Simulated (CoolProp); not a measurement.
Vapour-liquid equilibrium of R134a (1) + R142b (2) at -50.05 °C; x and y are mole fractions of (1).

Values from CoolProp's multi-fluid Helmholtz-energy mixture model, Tillner-Roth 1994 and Lemmon 2006; pair parameters Bell 2016.

```
x     bubble pressure, mixture model (MPa)  bubble pressure, Raoult's law (MPa)  y, mixture model  y, Raoult's law
----  ------------------------------------  -----------------------------------  ----------------  ---------------
0.05                               0.01459                              0.01422             0.125            0.103
0.2                                0.01784                              0.01661             0.392            0.354
0.35                               0.02068                              0.01900             0.565            0.541
0.5                                0.02313                              0.02139             0.690            0.686
0.65                               0.02527                              0.02378             0.789            0.803
0.8                                0.02715                              0.02618             0.879            0.897
0.95                               0.02884                              0.02857             0.968            0.977
```

The largest gap from Raoult's law is +8.8 % in bubble pressure, at x = 0.35. No azeotrope shows between x = 0.05 and 0.95.

Pair parameters are fitted to limited data, so mixtures are less certain than the pure fluids.
